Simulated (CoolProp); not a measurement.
CH2F2 (R32) along the isotherm 364.1 K: density (kg/m³) from the reference equation and from simpler models built on Tc = 351.3 K, pc = 5783 kPa, ω = 0.277; each cubic takes its own stable root.

Values from CoolProp's reference Helmholtz-energy equation of state, Tillner-Roth 1997.

```csv
p (kPa),phase,reference
91.4,gas,1.579
188,gas,3.267
386,gas,6.790
792,gas,14.29
1630,gas,31.16
3340,gas,73.70
6860,supercritical,297.1
14100,supercritical,754.7
28900,supercritical,883.6
```

How far does each simpler model (ideal gas, van der Waals, Redlich-Kwong, Soave-Redlich-Kwong) lie from the reference over these 9 states: mean and median of the absolute difference, and the worst?


- ideal gas: mean 23.7 %, median 10.1 %, worst -67.9 % at 364.1 K and 14100 kPa
- van der Waals: mean 9.7 %, median 2.1 %, worst -36.9 % at 364.1 K and 28900 kPa
- Redlich-Kwong: mean 5.5 %, median 1.1 %, worst -23.3 % at 364.1 K and 14100 kPa
- Soave-Redlich-Kwong: mean 7.1 %, median 1.3 %, worst -24.7 % at 364.1 K and 14100 kPa
